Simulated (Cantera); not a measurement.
Charge: 1 mol Si, 0.71 mol CO2, 24 mol H2, held at 0.120 bar.

These are equilibrium values from Cantera (NASA tables, ideal gas, pure condensed phases), not measurements of a reactor. Candidate condensed phases: C, C6H6, C7H8, C8H18, H2O, Si, SiC, SiO2; 123 gas species. Mutual solubility and eutectic melting of coexisting phases are not modelled. The tables hold silica as quartz up to 1696 K and as liquid above; real silica turns to tridymite and cristobalite and melts near 1996 K. The numbers say what is thermodynamically allowed, not how fast it happens. All values below are at 1223 K.

Base state: H2 0.998, CH4 0.00159, CO 0.000802 (mole fractions); condensed: C(graphite) + SiC(s) + SiO2(β-quartz).

Q: What changes in the equilibrium state with this change: CO2 from 0.71 to 0.13 mol?

A: 
| species | before | after |
|---|---|---|
| H2 | 0.998 | 1.000 |
| CH4 | 0.00159 | 3.09e-6 |
| CO | 0.000802 | 6.82e-8 |
| C(graphite), mol | 0.353 | 0 |
| SiC(s), mol | 0.300 | 0.130 |
| SiO2(β-quartz), mol | 0.700 | 0.130 |
| Si(s), mol | 0 | 0.740 |
